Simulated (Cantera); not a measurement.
## Si3H8 + Cl2 + H2 (silicon epitaxy and polysilicon growth)

Charge: 1 mol Si3H8, a varied amount of Cl2, 14 mol H2, equilibrated at 1575 K and 72.0 Torr.

These are equilibrium values from Cantera (NASA tables, ideal gas, pure condensed phases), not measurements of a reactor. Candidate condensed phases: Si; 19 gas species. The feed counts by its element totals alone. The tables' values for SiCl3 are old estimates; treat these amounts as uncertain. Kinetics and transport are ignored.

From 0.015 mol Cl2 to 0.43 mol Cl2 the condensed part is Si(s). The main Si-bearing gas is SiCl2 throughout. The share of Si in condensed phases is highest at 0.015 mol Cl2 (100.0 %) and lowest at 0.43 mol Cl2 (97.0 %).

```json
[
 {"n(Cl2) (mol)": "0.015", "x H2": "0.998", "x HCl": "0.00165", "x SiCl2": "9.21e-6", "x H": "0.000134", "x SiCl3": "7.40e-9", "x SiHCl3": "1.26e-9", "x SiH2Cl2": "1.68e-8", "x SiCl4": "1.56e-11", "n Si(s)": "3.00"},
 {"n(Cl2) (mol)": "0.057", "x H2": "0.994", "x HCl": "0.00606", "x SiCl2": "0.000125", "x H": "0.000134", "x SiCl3": "3.71e-7", "x SiHCl3": "6.31e-8", "x SiH2Cl2": "2.28e-7", "x SiCl4": "2.88e-9", "n Si(s)": "3.00"},
 {"n(Cl2) (mol)": "0.098", "x H2": "0.989", "x HCl": "0.0101", "x SiCl2": "0.000351", "x H": "0.000133", "x SiCl3": "1.74e-6", "x SiHCl3": "2.95e-7", "x SiH2Cl2": "6.35e-7", "x SiCl4": "2.26e-8", "n Si(s)": "2.99"},
 {"n(Cl2) (mol)": "0.14", "x H2": "0.985", "x HCl": "0.0141", "x SiCl2": "0.000680", "x H": "0.000133", "x SiCl3": "4.69e-6", "x SiHCl3": "7.94e-7", "x SiH2Cl2": "1.23e-6", "x SiCl4": "8.49e-8", "n Si(s)": "2.99"},
 {"n(Cl2) (mol)": "0.18", "x H2": "0.981", "x HCl": "0.0176", "x SiCl2": "0.00107", "x H": "0.000133", "x SiCl3": "9.30e-6", "x SiHCl3": "1.57e-6", "x SiH2Cl2": "1.93e-6", "x SiCl4": "2.11e-7", "n Si(s)": "2.98"},
 {"n(Cl2) (mol)": "0.22", "x H2": "0.977", "x HCl": "0.0210", "x SiCl2": "0.00153", "x H": "0.000133", "x SiCl3": "1.59e-5", "x SiHCl3": "2.68e-6", "x SiH2Cl2": "2.74e-6", "x SiCl4": "4.31e-7", "n Si(s)": "2.97"},
 {"n(Cl2) (mol)": "0.27", "x H2": "0.973", "x HCl": "0.0251", "x SiCl2": "0.00219", "x H": "0.000132", "x SiCl3": "2.72e-5", "x SiHCl3": "4.56e-6", "x SiH2Cl2": "3.90e-6", "x SiCl4": "8.81e-7", "n Si(s)": "2.96"},
 {"n(Cl2) (mol)": "0.31", "x H2": "0.969", "x HCl": "0.0282", "x SiCl2": "0.00277", "x H": "0.000132", "x SiCl3": "3.87e-5", "x SiHCl3": "6.49e-6", "x SiH2Cl2": "4.92e-6", "x SiCl4": "1.41e-6", "n Si(s)": "2.95"},
 {"n(Cl2) (mol)": "0.35", "x H2": "0.965", "x HCl": "0.0311", "x SiCl2": "0.00340", "x H": "0.000132", "x SiCl3": "5.26e-5", "x SiHCl3": "8.80e-6", "x SiH2Cl2": "6.01e-6", "x SiCl4": "2.13e-6", "n Si(s)": "2.94"},
 {"n(Cl2) (mol)": "0.39", "x H2": "0.962", "x HCl": "0.0340", "x SiCl2": "0.00407", "x H": "0.000132", "x SiCl3": "6.89e-5", "x SiHCl3": "1.15e-5", "x SiH2Cl2": "7.17e-6", "x SiCl4": "3.05e-6", "n Si(s)": "2.92"},
 {"n(Cl2) (mol)": "0.43", "x H2": "0.958", "x HCl": "0.0368", "x SiCl2": "0.00478", "x H": "0.000131", "x SiCl3": "8.76e-5", "x SiHCl3": "1.46e-5", "x SiH2Cl2": "8.38e-6", "x SiCl4": "4.20e-6", "n Si(s)": "2.91"}
]
```
x: gas mole fraction; n: condensed amount in mol.
